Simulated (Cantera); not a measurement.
## Equilibrium for silicon oxide and oxynitride deposition: SiH4 + H2O

Charge: 1 mol SiH4, 1.3 mol H2O, held at 750 Torr.

These are equilibrium values from Cantera (NASA tables, ideal gas, pure condensed phases), not measurements of a reactor. Candidate condensed phases: H2O, Si, SiO2; 18 gas species. Each liquid is taken as pure. Mutual solubility and eutectic melting of coexisting phases are not modelled. The tables hold silica as quartz up to 1696 K and as liquid above; real silica turns to tridymite and cristobalite and melts near 1996 K. Gases not in the tables: Si2H6 and higher silanes. Kinetics and transport are ignored.

```tsv
T (K)	x H2	x SiO	x H	x H2O	x SiH2	x Si	x SiH	n Si(s)	n SiO2(α-quartz)	n SiO2(β-quartz)	n Si(l)	n SiO2(condensed)
725	1.00	<1e-12	<1e-12	<1e-12	<1e-12	<1e-12	<1e-12	0.350	0.650	0	0	0
825	1.00	<1e-12	7.93e-12	5.10e-12	<1e-12	<1e-12	<1e-12	0.350	0.650	0	0	0
925	1.00	1.75e-11	2.60e-10	1.32e-10	8.89e-12	<1e-12	<1e-12	0.350	0	0.650	0	0
1025	1.00	1.44e-9	4.36e-9	1.78e-9	1.90e-10	<1e-12	<1e-12	0.350	0	0.650	0	0
1125	1.000	5.34e-8	4.44e-8	1.49e-8	2.37e-9	<1e-12	1.75e-12	0.350	0	0.650	0	0
1225	1.000	1.09e-6	3.12e-7	8.78e-8	1.95e-8	3.46e-12	4.43e-11	0.350	0	0.650	0	0
1325	1.000	1.39e-5	1.64e-6	3.93e-7	1.17e-7	9.43e-11	6.84e-10	0.350	0	0.650	0	0
1425	1.000	0.000123	6.82e-6	1.42e-6	5.42e-7	1.61e-9	7.15e-9	0.350	0	0.650	0	0
1525	0.999	0.000811	2.36e-5	4.30e-6	2.05e-6	1.89e-8	5.47e-8	0.349	0	0.649	0	0
1625	0.996	0.00421	7.04e-5	1.13e-5	6.58e-6	1.63e-7	3.24e-7	0.343	0	0.643	0	0
1725	0.983	0.0172	0.000184	2.71e-5	1.69e-5	1.02e-6	1.44e-6	0	0	0	0.321	0.621
1825	0.944	0.0558	0.000428	6.00e-5	3.36e-5	4.55e-6	4.69e-6	0	0	0	0.252	0.552
1925	0.840	0.159	0.000876	0.000113	5.73e-5	1.74e-5	1.30e-5	0	0	0	0.0387	0.339
```
x: gas mole fraction; n: condensed amount in mol.

From 725 K to 825 K the condensed part is Si(s) + SiO2(α-quartz). From 925 K to 1625 K the condensed part is Si(s) + SiO2(β-quartz). From 1725 K to 1925 K the condensed part is Si(l) + SiO2(condensed). The main Si-bearing gas is SiH4 at 725 K and SiO at 1925 K.
